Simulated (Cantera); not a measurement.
An adiabatic, constant-volume homogeneous reactor starts with H2 : O2 : N2 = 1 : 0.98 : 3.69 (molar parts), at 1273 K and 2630 Torr.

Model: the H2/O2 subset of GRI-Mech 3.0, which has no nitrogen chemistry, integrated in Cantera. The hydrogen kinetics of GRI-Mech 3.0 are dated; newer H2 mechanisms differ, most at raised pressure.

One state of this run: T (K) = 2535; P (bar) = 6.46; x H2 = 0.00710; x O2 = 0.0861; x H2O2 = 1.02e-6; x OH = 0.0218; x H = 0.00418; x HO2 = 2.71e-5. x: mole fraction; the columns are a selection and need not sum to one.

**Question.** Which value of t (s) does it belong to?
A. 5.85e-5
B. 0.00342
C. 0.0133
D. 1.51e-5

**Answer.** D, 1.51e-5
